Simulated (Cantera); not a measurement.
Predominance diagram of Si at 700 K against the partial pressures of N₂ and Cl₂ (log10, bar). Cantera with NASA thermochemical tables; ideal gases at 1 bar, condensed phases pure. Candidates: Si(s), Si₃N₄(s). Only these pure phases compete in this equilibrium. The tables' values for SiN are old estimates.

```
log p(Cl₂) \ log p(N₂)
        columns: -33, -31.2, -29.3, -27.5, -25.7, -23.8, -22, -20.2, -18.3, -16.5, -14.7, -12.8, -11, -9.2, -7.3, -5.5, -3.7, -1.8, 0
      0  A A A A A A A A A A A A A A A A A A A
   -5.6  A A A A A A A A A A A A A A A A A A A
  -11.2  A A A A A A A A A A A A A A A A A A A
  -16.8  A A A A A A A A A A A A A A A B B B B
  -22.4  C C C C C C C C B B B B B B B B B B B
    -28  C C C C C C C C B B B B B B B B B B B
  -33.6  C C C C C C C C B B B B B B B B B B B
  -39.2  C C C C C C C C B B B B B B B B B B B
  -44.8  C C C C C C C C B B B B B B B B B B B
  -50.4  C C C C C C C C B B B B B B B B B B B
    -56  C C C C C C C C B B B B B B B B B B B
```

A: out of reach (another gas would pass 10 bar, or a non-metal would condense); B: Si₃N₄(s); C: Si(s).
